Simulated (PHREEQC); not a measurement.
Dissolve 0.12 mol/kgw H2SO4, 6.9e-05 mol/kgw CuSO4 and 0.0018 mol/kgw Na2SO4 at 20 °C. Closed to the air; pH follows from the charge balance.

Equilibrium calculation in PHREEQC: ion-association model, phreeqc.dat.

| quantity | before | after |
|---|---|---|
| pH | 0.94 | 1.55 |
| HSO4- (mol/kgw) | 0.0980 | 0.0151 |

**Question.** Name the change that produced these shifts.
A) H2SO4 from 0.12 to 0.024 mol/kgw
B) CuSO4 left out
C) Na2SO4 left out
D) 0.061 mol/kgw TMAH added
E) H2SO4 from 0.12 to 0.24 mol/kgw

**Answer.** A, H2SO4 from 0.12 to 0.024 mol/kgw

This is a speciation only: nothing precipitates in the calculation.
